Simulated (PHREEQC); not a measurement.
1 kg of water holding 0.051 mol Na2SO4, 0.61 mol KCl, 0.61 mol NaCl and 0.018 mol Na2CO3 is evaporated at 5 °C; the solids stay in contact with the brine. The system is closed to CO2. Only these solids could form: Arcanite, Burkeite, Glaserite, Halite, Kalicinite, Mirabilite, Misenite, Nahcolite, Natron, Sylvite, Thenardite, Trona.

The series has 28 steps of water left (kg), from 1 to 0.005022.

Computed with PHREEQC (Pitzer model, pitzer.dat).

Which solids form, in which order, and at which step of the series does each first stand?

Sylvite from water left = 0.2082 kg (pH 11.43); Halite from water left = 0.1136 kg (pH 11.47); Mirabilite from water left = 0.1136 kg (pH 11.47), last present at water left = 0.01081 kg; Glaserite from water left = 0.01081 kg (pH 12.18).

Constants without temperature data keep their 25 °C values here.
